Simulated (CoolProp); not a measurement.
Vapour-liquid equilibrium of cyclohexane (1) + dimethyl carbonate (2) at 4.84 bar; x and y are mole fractions of (1).

Computed with CoolProp (multi-fluid Helmholtz-energy mixture model, Zhou 2014 and Zhou 2011; pair parameters Bell 2016).

```json
[
 {"x": "0.05", "bubble temperature, mixture model (°C)": "(withheld)", "bubble temperature, Raoult's law (°C)": "148.3", "y, mixture model": "0.124", "y, Raoult's law": "0.055"},
 {"x": "0.125", "bubble temperature, mixture model (°C)": "140.0", "bubble temperature, Raoult's law (°C)": "147.9", "y, mixture model": "(withheld)", "y, Raoult's law": "0.137"},
 {"x": "0.2", "bubble temperature, mixture model (°C)": "137.1", "bubble temperature, Raoult's law (°C)": "147.6", "y, mixture model": "0.346", "y, Raoult's law": "0.218"},
 {"x": "0.275", "bubble temperature, mixture model (°C)": "135.1", "bubble temperature, Raoult's law (°C)": "147.2", "y, mixture model": "0.412", "y, Raoult's law": "0.297"},
 {"x": "0.35", "bubble temperature, mixture model (°C)": "133.9", "bubble temperature, Raoult's law (°C)": "146.8", "y, mixture model": "0.461", "y, Raoult's law": "0.375"},
 {"x": "0.425", "bubble temperature, mixture model (°C)": "133.1", "bubble temperature, Raoult's law (°C)": "146.4", "y, mixture model": "(withheld)", "y, Raoult's law": "0.452"},
 {"x": "0.5", "bubble temperature, mixture model (°C)": "132.7", "bubble temperature, Raoult's law (°C)": "146.0", "y, mixture model": "0.538", "y, Raoult's law": "0.527"},
 {"x": "0.575", "bubble temperature, mixture model (°C)": "132.6", "bubble temperature, Raoult's law (°C)": "145.7", "y, mixture model": "0.573", "y, Raoult's law": "0.602"},
 {"x": "0.65", "bubble temperature, mixture model (°C)": "132.7", "bubble temperature, Raoult's law (°C)": "145.3", "y, mixture model": "0.610", "y, Raoult's law": "0.675"},
 {"x": "0.725", "bubble temperature, mixture model (°C)": "133.3", "bubble temperature, Raoult's law (°C)": "144.9", "y, mixture model": "0.652", "y, Raoult's law": "0.747"},
 {"x": "0.8", "bubble temperature, mixture model (°C)": "134.4", "bubble temperature, Raoult's law (°C)": "144.5", "y, mixture model": "(withheld)", "y, Raoult's law": "0.818"},
 {"x": "0.875", "bubble temperature, mixture model (°C)": "136.4", "bubble temperature, Raoult's law (°C)": "144.1", "y, mixture model": "0.780", "y, Raoult's law": "0.887"},
 {"x": "0.95", "bubble temperature, mixture model (°C)": "139.8", "bubble temperature, Raoult's law (°C)": "143.7", "y, mixture model": "0.891", "y, Raoult's law": "0.955"}
]
```

Task: Complete the blanks.

Result: 
- 0.05, bubble temperature, mixture model (°C): 144.4
- 0.125, y, mixture model: 0.256
- 0.425, y, mixture model: 0.502
- 0.8, y, mixture model: 0.706

The largest gap from Raoult's law is -13.3 K in bubble temperature, at x = 0.5. y crosses x between x = 0.5 and 0.575: the model has an azeotrope there.

Pair parameters are fitted to limited data, so mixtures are less certain than the pure fluids.
